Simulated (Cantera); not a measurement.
Cantera run:

```python
import numpy as np
import cantera as ct

gas_names = """
    CL CL2 Cs CsCL Cs2 Cs2CL2 H HCL H2 N NH NH2 NH3 N2 N2H2 N2H4
""".split()
cond_names = """
    Cs(cr) Cs(L) CsCL(a) CsCL(b) CsCL(L) NH4CL(a) NH4CL(b)
""".split()


# ... load() reads the species with a 1 bar reference pressure and builds the phases ...
atoms = {
    'CsCl': {'Cs': 1, 'CL': 1},
    'H2': {'H': 2},
    'N2': {'N': 2},
}
top_T = {}  # K; cautious upper limits of use, not melting points


# ... equilibrate(T, P, feed) seeds the gas with the atoms and calls Mixture.equilibrate('TP', solver="vcs", rtol=1e-11, max_steps=5000) ...
results = []
feed = {'CsCl': 1, 'H2': 5.9, 'N2': 2.1}  # mol
P = 10000  # Pa
for T in [1223, 1273, 1323, 1373, 1423, 1473, 1523, 1573, 1623, 1673, 1723, 1773, 1823, 1873]:
    mix = equilibrate(T, P, feed)
    results.append((T, P, feed, dict(zip(mix.species_names, mix.species_moles))))
    x = sorted(zip(gas.X, gas.species_names), reverse=True)
    print(f"T = {T:g} K  P = {P:g} Pa  gas = {mix.phase_moles(0):.4g} mol")
    print("   x: " + "  ".join(f"{s} {v:.3e}" for v, s in x if v > 1e-05))
    print("   condensed (mol): " + ("  ".join(f"{mix.phase(i).name} {mix.phase_moles(i):.4g}"
          for i in range(1, mix.n_phases) if mix.phase_moles(i) > 1e-12) or "none"))
```

Output:

```
T = 1223 K  P = 10000 Pa  gas = 8.892 mol
   x: H2 6.635e-01  N2 2.362e-01  CsCL 8.798e-02  Cs2CL2 1.220e-02  Cs 8.492e-05  HCL 8.492e-05
   condensed (mol): none
T = 1273 K  P = 10000 Pa  gas = 8.933 mol
   x: H2 6.604e-01  N2 2.351e-01  CsCL 9.669e-02  Cs2CL2 7.558e-03  Cs 1.368e-04  HCL 1.368e-04
   condensed (mol): none
T = 1323 K  P = 10000 Pa  gas = 8.96 mol
   x: H2 6.584e-01  N2 2.344e-01  CsCL 1.023e-01  Cs2CL2 4.567e-03  Cs 2.093e-04  HCL 2.093e-04
   condensed (mol): none
T = 1373 K  P = 10000 Pa  gas = 8.977 mol
   x: H2 6.571e-01  N2 2.339e-01  CsCL 1.056e-01  Cs2CL2 2.754e-03  Cs 3.075e-04  HCL 3.075e-04
   condensed (mol): none
T = 1423 K  P = 10000 Pa  gas = 8.987 mol
   x: H2 6.563e-01  N2 2.337e-01  CsCL 1.075e-01  Cs2CL2 1.681e-03  Cs 4.370e-04  HCL 4.370e-04  H 1.702e-05
   condensed (mol): none
T = 1473 K  P = 10000 Pa  gas = 8.993 mol
   x: H2 6.557e-01  N2 2.335e-01  CsCL 1.085e-01  Cs2CL2 1.047e-03  Cs 6.045e-04  HCL 6.044e-04  H 3.240e-05
   condensed (mol): none
T = 1523 K  P = 10000 Pa  gas = 8.998 mol
   x: H2 6.553e-01  N2 2.334e-01  CsCL 1.090e-01  Cs 8.166e-04  HCL 8.166e-04  Cs2CL2 6.679e-04  H 5.916e-05
   condensed (mol): none
T = 1573 K  P = 10000 Pa  gas = 9.001 mol
   x: H2 6.549e-01  N2 2.333e-01  CsCL 1.091e-01  Cs 1.081e-03  HCL 1.081e-03  Cs2CL2 4.361e-04  H 1.040e-04
   condensed (mol): none
T = 1623 K  P = 10000 Pa  gas = 9.004 mol
   x: H2 6.544e-01  N2 2.332e-01  CsCL 1.091e-01  Cs 1.405e-03  HCL 1.404e-03  Cs2CL2 2.914e-04  H 1.768e-04
   condensed (mol): none
T = 1673 K  P = 10000 Pa  gas = 9.008 mol
   x: H2 6.540e-01  N2 2.331e-01  CsCL 1.088e-01  Cs 1.796e-03  HCL 1.795e-03  H 2.912e-04  Cs2CL2 1.989e-04
   condensed (mol): none
T = 1723 K  P = 10000 Pa  gas = 9.011 mol
   x: H2 6.534e-01  N2 2.330e-01  CsCL 1.084e-01  Cs 2.261e-03  HCL 2.260e-03  H 4.661e-04  Cs2CL2 1.385e-04
   condensed (mol): none
T = 1773 K  P = 10000 Pa  gas = 9.015 mol
   x: H2 6.527e-01  N2 2.329e-01  CsCL 1.079e-01  Cs 2.809e-03  HCL 2.807e-03  H 7.268e-04  Cs2CL2 9.822e-05
   condensed (mol): none
T = 1823 K  P = 10000 Pa  gas = 9.02 mol
   x: H2 6.518e-01  N2 2.328e-01  CsCL 1.073e-01  Cs 3.446e-03  HCL 3.441e-03  H 1.106e-03  Cs2CL2 7.081e-05
   condensed (mol): none
T = 1873 K  P = 10000 Pa  gas = 9.026 mol
   x: H2 6.508e-01  N2 2.327e-01  CsCL 1.065e-01  Cs 4.177e-03  HCL 4.169e-03  H 1.646e-03  Cs2CL2 5.181e-05
   condensed (mol): none
```

Cantera equilibrium calculation (NASA polynomials, part measured and part estimated; ideal gas, pure solids and liquids).
